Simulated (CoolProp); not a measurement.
CH2F2 (R32) at several states: density (kg/m³) from the reference equation and from simpler models built on Tc = 78.1 °C, pc = 5.783 MPa, ω = 0.277; each cubic takes its own stable root.

Values from CoolProp's reference Helmholtz-energy equation of state, Tillner-Roth 1997.

```
T (°C)   p (MPa)          phase  reference
-------  -------  -------------  ---------
-115.55     13.3         liquid       1389
160.85      2.55            gas      39.98
153.65      28.3  supercritical      676.8
21.55     0.0469            gas      1.002
147.15     0.255            gas      3.830
```

Problem. How far does each simpler model (van der Waals, Redlich-Kwong, Soave-Redlich-Kwong, Peng-Robinson) lie from the reference over these 5 states: mean and median of the absolute difference, and the worst?

Solution. 
- van der Waals: mean 15.2 %, median 0.3 %, worst -48.9 % at -115.55 °C and 13.3 MPa
- Redlich-Kwong: mean 8.2 %, median 0.2 %, worst -24.8 % at -115.55 °C and 13.3 MPa
- Soave-Redlich-Kwong: mean 9.2 %, median 1.2 %, worst -23.7 % at -115.55 °C and 13.3 MPa
- Peng-Robinson: mean 5.8 %, median 0.2 %, worst -14.4 % at -115.55 °C and 13.3 MPa
